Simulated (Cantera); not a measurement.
A closed system holds: 1 mol Si, 0.35 mol CO2, 51 mol N2, held at 1448 K.

These are equilibrium values from Cantera (NASA tables, ideal gas, pure condensed phases), not measurements of a reactor. Candidate condensed phases: C, Si, SiC, SiO2, Si2N2O, Si3N4; 34 gas species. N2 is the only nitrogen source here; it is nearly inert below about 1500 K, so the nitride shown seldom forms there in practice. Mutual solubility and eutectic melting of coexisting phases are not modelled. Equilibrium is a limit: real reactors are often held back by kinetics, nucleation or transport.

Question: What share of the Si ends up in condensed phases as a function of P (Pa), at 0.100, 1, 10, 100, 1000, 10000, 100000, 1000000?

Answer: 
| P (Pa) | Si condensed (%) | as |
|---|---|---|
| 0.100 | 28.8 | SiC(s) |
| 1 | 32.0 | SiC(s) |
| 10 | 84.8 | SiC(s) + Si2N2O(s) |
| 100 | 99.2 | SiC(s) + Si2N2O(s) |
| 1000 | 100.0 | SiC(s) + Si2N2O(s) |
| 10000 | 100.0 | Si2N2O(s) |
| 100000 | 100.0 | Si2N2O(s) |
| 1000000 | 100.0 | Si2N2O(s) |
